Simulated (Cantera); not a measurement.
Source: NASA polynomial tables (part measured, part estimated), evaluated in Cantera. Values are per mole of reaction as written; species without (g) are pure solids or liquids, kept so even where they would boil at 1 bar.

Task: Between 2373 and 2823 K, where is each reaction favourable under standard conditions?
- 3 Cl₂(g) + 2 Si₂C(g) = SiC₂(g) + 3 SiCl₂(g)

Result: 
- 3 Cl₂(g) + 2 Si₂C(g) = SiC₂(g) + 3 SiCl₂(g): ΔG° is -794 kJ at 2373 K and -761 kJ at 2823 K; it stays negative (K > 1). ΔH° is -969 kJ and ΔS° -73 J/K at 2823 K.
